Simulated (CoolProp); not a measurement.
Vapour-liquid equilibrium of CHF3 (R23) (1) + R125 (2) at 1.86 bar; x and y are mole fractions of (1).

Model: multi-fluid Helmholtz-energy mixture model, Penoncello 2003 and Lemmon 2005; pair parameters Bell 2016, in CoolProp.

```tsv
x	bubble temperature, mixture model (K)	bubble temperature, Raoult's law (K)	y, mixture model	y, Raoult's law
0.05	234.8	234.4	0.176	0.199
0.125	230.0	229.4	0.381	0.412
0.2	225.8	225.2	0.532	0.560
0.275	222.1	221.7	0.644	0.667
0.35	218.9	218.6	0.728	0.745
0.425	216.1	215.9	0.791	0.805
0.5	213.6	213.5	0.840	0.851
0.575	211.4	211.3	0.879	0.888
0.65	209.4	209.4	0.910	0.917
0.725	207.7	207.6	0.935	0.941
0.8	206.1	206.0	0.956	0.961
0.875	204.6	204.6	0.974	0.978
0.95	203.2	203.2	0.990	0.992
```

The largest gap from Raoult's law is +0.6 K in bubble temperature, at x = 0.125. No azeotrope shows between x = 0.05 and 0.95.

Pair parameters are fitted to limited data, so mixtures are less certain than the pure fluids.
